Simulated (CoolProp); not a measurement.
n-pentane along the isotherm 620 K: Z from the reference equation and from simpler models built on Tc = 469.7 K, pc = 33.68 bar, ω = 0.251; each cubic takes its own stable root.

The numbers come from the reference Helmholtz-energy equation of state, Thol 2019 in CoolProp.

```csv
p (bar),phase,reference
5.05,gas,0.9809
10.1,gas,0.9618
15.2,gas,0.9425
20.2,gas,0.9237
25.3,gas,0.9047
30.3,gas,0.8861
35.4,supercritical,0.8675
40.4,supercritical,0.8494
45.5,supercritical,0.8314
50.5,supercritical,0.8141
```

### Question
How far does each simpler model (Pitzer virial, Redlich-Kwong, Soave-Redlich-Kwong, Peng-Robinson) lie from the reference over these 10 states: mean and median of the absolute difference, and the worst?

### Answer
- Pitzer virial: mean 0.1 %, median 0.1 %, worst -0.4 % at 620 K and 50.5 bar
- Redlich-Kwong: mean 2.2 %, median 2.1 %, worst -4.2 % at 620 K and 50.5 bar
- Soave-Redlich-Kwong: mean 1.0 %, median 0.9 %, worst +2.5 % at 620 K and 50.5 bar
- Peng-Robinson: mean 1.2 %, median 1.3 %, worst -1.6 % at 620 K and 40.4 bar
